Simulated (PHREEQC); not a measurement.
Consider water at 20 °C with 0.0011 mol/kgw KHSO4 and 0.00033 mol/kgw NaAlO2. Closed to the air; pH follows from the charge balance.

The numbers come from PHREEQC with the ion-association model, wateq4f.dat.

The ionic strength comes out as 0.00326 mol/kgw. What activity coefficients do Al+3, NaSO4-, K+, Al(OH)2+, Na+ get?

Al+3 0.60, NaSO4- 0.94, K+ 0.94, Al(OH)2+ 0.94, Na+ 0.94.

This is a speciation only: nothing precipitates in the calculation. Saturation is exceeded, for instance for Basaluminite, Al(OH)3(a); the values hold only as long as no solid forms.
